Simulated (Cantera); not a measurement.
A Cantera script and what it prints.

```python
import numpy as np
import cantera as ct

gas_names = """
    CL CLO CL2 H HCL HOCL HO2 H2 H2O H2O2 O OH O2 O3
""".split()
cond_names = """
    H2O(s) H2O(L)
""".split()


# ... load() reads the species with a 1 bar reference pressure and builds the phases ...
atoms = {
    'HCl': {'H': 1, 'CL': 1},
    'O2': {'O': 2},
}
top_T = {}  # K; cautious upper limits of use, not melting points


# ... equilibrate(T, P, feed) seeds the gas with the atoms and calls Mixture.equilibrate('TP', solver="vcs", rtol=1e-11, max_steps=5000) ...
results = []
feed = {'HCl': 1, 'O2': 0.024}  # mol
T = 850  # K
P = 133.322  # Pa
mix = equilibrate(T, P, feed)
results.append((T, P, feed, dict(zip(mix.species_names, mix.species_moles))))
x = sorted(zip(gas.X, gas.species_names), reverse=True)
print(f"T = {T:g} K  P = {P:g} Pa  gas = {mix.phase_moles(0):.4g} mol")
print("   x: " + "  ".join(f"{s} {v:.3e}" for v, s in x if v > 1e-06))
print("   condensed (mol): " + ("  ".join(f"{mix.phase(i).name} {mix.phase_moles(i):.4g}"
      for i in range(1, mix.n_phases) if mix.phase_moles(i) > 1e-12) or "none"))
```

Output:

```
T = 850 K  P = 133.322 Pa  gas = 1.003 mol
   x: HCL 9.119e-01  H2O 4.272e-02  CL2 4.264e-02  O2 2.575e-03  CL 1.579e-04
   condensed (mol): none
```

Equilibrium computed with Cantera from the NASA thermochemical tables; the gas is ideal and each condensed phase is pure.
